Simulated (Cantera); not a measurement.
A closed system holds: 1 mol SiCl4, 0.53 mol Cl2, 17 mol H2, at 923.15 K and 0.320 bar.

These are equilibrium values from Cantera (NASA tables, ideal gas, pure condensed phases), not measurements of a reactor. Candidate condensed phases: Si; 19 gas species. The tables' values for SiCl3 are old estimates; treat these amounts as uncertain. Equilibrium is a limit: real reactors are often held back by kinetics, nucleation or transport.

Base state: H2 0.886, HCl 0.0600, SiCl4 0.0512, SiHCl3 0.00270, SiCl3 3.02e-5, SiH2Cl2 1.40e-5 (mole fractions); condensed: gas only.

### Question
What changes in the equilibrium state with this change: temperature from 923.15 K to 500 K?

### Answer
| species | before | after |
|---|---|---|
| H2 | 0.886 | 0.889 |
| HCl | 0.0600 | 0.0572 |
| SiCl4 | 0.0512 | 0.0540 |
| SiCl3 | 3.02e-5 | <1e-9 |
| SiH2Cl2 | 1.40e-5 | <1e-9 |

### Question
What changes in the equilibrium state with this change: temperature from 923.15 K to 600 K?

### Answer
```json
[
 {"species": "H2", "before": "0.886", "after": "0.889"},
 {"species": "HCl", "before": "0.0600", "after": "0.0572"},
 {"species": "SiCl4", "before": "0.0512", "after": "0.0539"},
 {"species": "SiCl3", "before": "3.02e-5", "after": "<1e-9"},
 {"species": "SiH2Cl2", "before": "1.40e-5", "after": "<1e-9"},
 {"species": "SiHCl3", "before": "0.00270", "after": "2.30e-5"}
]
```

### Question
What changes in the equilibrium state with this change: Cl2 from 0.53 to 1.5 mol?

### Answer
```tsv
species	before	after
H2	0.886	0.794
HCl	0.0600	0.155
SiCl4	0.0512	0.0503
SiHCl3	0.00270	0.000922
SiH2Cl2	1.40e-5	1.65e-6
SiCl3	3.02e-5	1.09e-5
```
